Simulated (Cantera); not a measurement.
Catalytic stagnation flow on Pt

A jet of 3.53 % H₂, 9.27 % O₂, 87.2 % N₂, equivalence ratio 0.19 at 300 K and 0.355 atm hits a platinum plate 7.6 cm away at a mass flux of 0.034 kg/m²/s; the plate temperature is set and raised in steps from an oxygen-covered start.

Cantera simulation using Deutschmann's 1995 Pt surface mechanism with GRI-Mech 3.0 gas chemistry; the numbers are that mechanism's predictions, not measurements. Catalytic surfaces can have several steady states; this one follows from the mechanism file's or the stated starting coverage.

```csv
plate T (K),wall x H₂,wall x O₂,wall x H₂O,wall x OH,θ free Pt,θ O*,θ OH*
600,0.00104,0.0560,0.0664,<1e-8,0.0305,0.958,0.0114
650,0.00103,0.0561,0.0660,<1e-8,0.0322,0.960,0.00768
700,0.000959,0.0562,0.0657,<1e-8,0.0360,0.958,0.00560
750,0.000745,0.0561,0.0657,<1e-8,0.0479,0.947,0.00466
800,0.000511,0.0559,0.0658,<1e-8,0.0742,0.921,0.00430
850,0.000341,0.0559,0.0658,1.02e-8,0.115,0.881,0.00407
```
x: mole fraction at the wall; θ: surface coverage.
